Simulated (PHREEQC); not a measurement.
Dissolve 0.013 mol Cu(NO3)2, 0.00029 mol H2SO4 and 0.00078 mol FeCl3 per kg of water at 35 °C. Closed to the air; pH follows from the charge balance.

The numbers come from PHREEQC with the ion-association model, phreeqc.dat.

The pH is 2.94, the ionic strength is 0.0425 mol/kgw and the total alkalinity is -2.14 meq/kg.

| species | molality | activity | log γ |
|---|---|---|---|
| NO3- | 0.0260 | 0.0212 | -0.089 |
| Cu+2 | 0.0128 | 0.00638 | -0.304 |
| Cl- | 0.00227 | 0.00187 | -0.085 |
| H+ | 0.00134 | 0.00115 | -0.066 |
| FeOH+2 | 0.000492 | 0.000236 | -0.319 |
| SO4-2 | 0.000151 | 7.19e-5 | -0.321 |
| Fe(OH)2+ | 0.000117 | 9.80e-5 | -0.078 |
| CuSO4 | 9.91e-5 | 0.000100 | 0.004 |
| Fe+3 | 9.42e-5 | 2.38e-5 | -0.597 |
| CuCl+ | 6.25e-5 | 5.15e-5 | -0.084 |
| FeSO4+ | 2.79e-5 | 2.32e-5 | -0.080 |
| Fe2(OH)2+4 | 2.07e-5 | 1.00e-6 | -1.314 |

No solid was allowed to form. Examples of supersaturated solids here: Hematite (slow to form), Goethite (slow to form). Others may be too.
